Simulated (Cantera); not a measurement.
A closed system holds: 1 mol Cr2O3, a varied amount of H2, equilibrated at 1725 °C and 0.100 bar.

Cantera equilibrium calculation (NASA polynomials, part measured and part estimated; ideal gas, pure solids and liquids). Candidate condensed phases: Cr, Cr2O3, H2O; 13 gas species. Equilibrium is a limit: real reactors are often held back by kinetics, nucleation or transport.

x: gas mole fraction; n: condensed amount in mol.

```json
[
 {"n(H2) (mol)": "55", "x H2": "0.969", "x H2O": "0.0153", "x Cr": "0.0101", "x H": "0.00499", "x CrO": "0.000108", "x OH": "7.83e-6", "x CrO2": "6.11e-7", "n Cr2O3(s)": "0.714"},
 {"n(H2) (mol)": "65", "x H2": "0.969", "x H2O": "0.0153", "x Cr": "0.0101", "x H": "0.00499", "x CrO": "0.000108", "x OH": "7.83e-6", "x CrO2": "6.11e-7", "n Cr2O3(s)": "0.662"},
 {"n(H2) (mol)": "78", "x H2": "0.969", "x H2O": "0.0153", "x Cr": "0.0101", "x H": "0.00499", "x CrO": "0.000108", "x OH": "7.83e-6", "x CrO2": "6.11e-7", "n Cr2O3(s)": "[?]"},
 {"n(H2) (mol)": "94", "x H2": "0.969", "x H2O": "0.0153", "x Cr": "0.0101", "x H": "0.00499", "x CrO": "0.000108", "x OH": "7.83e-6", "x CrO2": "6.11e-7", "n Cr2O3(s)": "[?]"},
 {"n(H2) (mol)": "110", "x H2": "0.969", "x H2O": "0.0153", "x Cr": "0.0101", "x H": "0.00499", "x CrO": "0.000108", "x OH": "7.83e-6", "x CrO2": "6.11e-7", "n Cr2O3(s)": "[?]"},
 {"n(H2) (mol)": "130", "x H2": "0.969", "x H2O": "0.0153", "x Cr": "0.0101", "x H": "0.00499", "x CrO": "0.000108", "x OH": "7.83e-6", "x CrO2": "6.11e-7", "n Cr2O3(s)": "[?]"},
 {"n(H2) (mol)": "160", "x H2": "0.969", "x H2O": "0.0153", "x Cr": "0.0101", "x H": "0.00499", "x CrO": "0.000108", "x OH": "7.83e-6", "x CrO2": "6.11e-7", "n Cr2O3(s)": "[?]"},
 {"n(H2) (mol)": "190", "x H2": "0.969", "x H2O": "0.0153", "x Cr": "0.0101", "x H": "0.00499", "x CrO": "0.000108", "x OH": "7.83e-6", "x CrO2": "6.11e-7", "n Cr2O3(s)": "[?]"},
 {"n(H2) (mol)": "230", "x H2": "0.974", "x H2O": "0.0128", "x Cr": "0.00852", "x H": "0.00501", "x CrO": "7.57e-5", "x OH": "6.56e-6", "x CrO2": "3.59e-7", "n Cr2O3(s)": "0"},
 {"n(H2) (mol)": "270", "x H2": "0.977", "x H2O": "0.0109", "x Cr": "0.00728", "x H": "0.00501", "x CrO": "5.50e-5", "x OH": "5.59e-6", "x CrO2": "2.22e-7", "n Cr2O3(s)": "0"},
 {"n(H2) (mol)": "330", "x H2": "0.980", "x H2O": "0.00897", "x Cr": "0.00597", "x H": "0.00502", "x CrO": "3.69e-5", "x OH": "4.57e-6", "x CrO2": "1.22e-7", "n Cr2O3(s)": "0"},
 {"n(H2) (mol)": "390", "x H2": "0.982", "x H2O": "0.00760", "x Cr": "0.00506", "x H": "0.00503", "x CrO": "2.64e-5", "x OH": "3.87e-6", "x CrO2": "7.36e-8", "n Cr2O3(s)": "0"},
 {"n(H2) (mol)": "470", "x H2": "0.984", "x H2O": "0.00632", "x Cr": "0.00421", "x H": "0.00503", "x CrO": "1.82e-5", "x OH": "3.21e-6", "x CrO2": "4.21e-8", "n Cr2O3(s)": "0"}
]
```

**Question.** Some entries are withheld; supply them.

**Answer.** 
- 78, n Cr2O3(s): 0.595
- 94, n Cr2O3(s): 0.512
- 110, n Cr2O3(s): 0.429
- 130, n Cr2O3(s): 0.325
- 160, n Cr2O3(s): 0.169
- 190, n Cr2O3(s): 0.0129
